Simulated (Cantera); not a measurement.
Input: 1 mol SiC, 0.031 mol O₂, 2.5 mol H₂, 0.16 mol N₂O, equilibrated at 0.00140 bar.

Cantera equilibrium calculation (NASA polynomials, part measured and part estimated; ideal gas, pure solids and liquids). Candidate condensed phases: C, C₆H₆, C₇H₈, C₈H₁₈, H₂O, Si, SiC, SiO₂, Si₂N₂O, Si₃N₄; 151 gas species. Mutual solubility and eutectic melting of coexisting phases are not modelled. The tables' values for SiN are old estimates; treat these amounts as uncertain. Gases not in the tables: Si₂H₆ and higher silanes. The numbers say what is thermodynamically allowed, not how fast it happens.

x: gas mole fraction; n: condensed amount in mol.

```
T (K)   x H₂    x N₂         x H    x CO       x SiO        x Si  n SiC(s)  n Si₂N₂O(s)
-----  -----  ------  ----------  ------  ----------  ----------  --------  -----------
1525   0.895  0.0411    0.000598  0.0479      0.0154     1.32e-6     0.866       0.0454
1600   0.866  0.0555     0.00135  0.0385      0.0385     1.36e-5     0.889            0
1675   0.865  0.0554     0.00289  0.0385      0.0384     6.78e-5     0.889            0
1750   0.862  0.0553     0.00577  0.0385      0.0383    0.000294     0.888            0
1825   0.856  0.0551      0.0109  0.0388      0.0377     0.00112     0.887            0
1900   0.846  0.0547  (withheld)  0.0399      0.0361  (withheld)     0.883            0
1975   0.826  0.0538  (withheld)  0.0429  (withheld)  (withheld)     0.871            0
2050   0.794  0.0523      0.0540  0.0493      0.0236      0.0246     0.845            0
```

Problem. Fill in the missing entries.

Solution. 
- 1900, x H: 0.0195
- 1900, x Si: 0.00373
- 1975, x H: 0.0332
- 1975, x SiO: 0.0320
- 1975, x Si: 0.0106
